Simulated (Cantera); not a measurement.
An isothermal, constant-pressure homogeneous reactor starts with CO : O2 : H2O : N2 = 0.0088 : 0.0022 : 0.00039 : 1 (molar parts), at 1048 K and 1.40 bar.

Cantera simulation using GRI-Mech 3.0 (53 species, 325 reactions); the numbers are that mechanism's predictions, not measurements.

One state of this run: x CO = 0.00423; x O2 = 3.96e-10; x H2O = 0.000260; x H2O2 = <1e-12; x N2O = 5.60e-9; x OH = 9.09e-10. x: mole fraction; the columns are a selection and need not sum to one.

Problem. Which value of t (s) does it belong to?
(A) 0.00393
(B) 5.91
(C) 3.00e-5
(D) 0.0451

Solution. B, 5.91
